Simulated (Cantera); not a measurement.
Mixture: 6.19 % CH4, 0.396 % C2H6, 19.7 % O2, 73.7 % N2, equivalence ratio 0.70, at 0.380 bar, adiabatic and at constant volume. Ignition delay is the time to a rise of 400 K.

Detailed kinetics in Cantera: GRI-Mech 3.0 (53 species, 325 reactions).

Task: Predict: delay at 1125 K; delay at 1200 K; delay at 1275 K; delay at 1350 K; delay at 1425 K; delay at 1500 K; apparent activation energy between 1350 and 1500 K.

Result: 
```json
{
 "delay at 1125 K": "43.1 ms",
 "delay at 1200 K": "16.1 ms",
 "delay at 1275 K": "6.34 ms",
 "delay at 1350 K": "2.64 ms",
 "delay at 1425 K": "1.19 ms",
 "delay at 1500 K": "0.584 ms",
 "apparent activation energy between 1350 and 1500 K": "170 kJ/mol"
}
```
